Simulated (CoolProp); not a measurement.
Saturation properties of o-xylene (Tc = 630.3 K, pc = 37.37 bar, ω = 0.312).

Computed with CoolProp (reference Helmholtz-energy equation of state, Zhou 2012).

| T (K) | p (bar) | liquid density (kg/m³) | enthalpy of vaporisation (kJ/kg) | liquid cp (kJ/(kg K)) | vapour Z |
|---|---|---|---|---|---|
| 454.9 | [?] | 731.6 | [?] | 2.319 | 0.9139 |
| 465.6 | 3.112 | [?] | 310.5 | 2.362 | 0.9000 |
| 476.3 | 3.857 | 708.2 | 302.5 | 2.407 | [?] |
| 487 | 4.731 | 695.9 | 294.1 | 2.452 | 0.8681 |
| 497.7 | 5.747 | [?] | 285.4 | 2.500 | 0.8498 |
| 508.4 | 6.920 | 669.7 | 276.1 | 2.550 | 0.8299 |
| 519.1 | 8.266 | 655.7 | 266.3 | 2.603 | [?] |
| 529.8 | 9.799 | 640.9 | 255.8 | 2.662 | 0.7841 |

Task: Fill in the missing entries.

Result: 
- 454.9, p (bar): 2.482
- 454.9, enthalpy of vaporisation (kJ/kg): 318.1
- 465.6, liquid density (kg/m³): 720.1
- 476.3, vapour Z: 0.8848
- 497.7, liquid density (kg/m³): 683.1
- 519.1, vapour Z: 0.8080

It boils at 417.5 K under 1 atm.
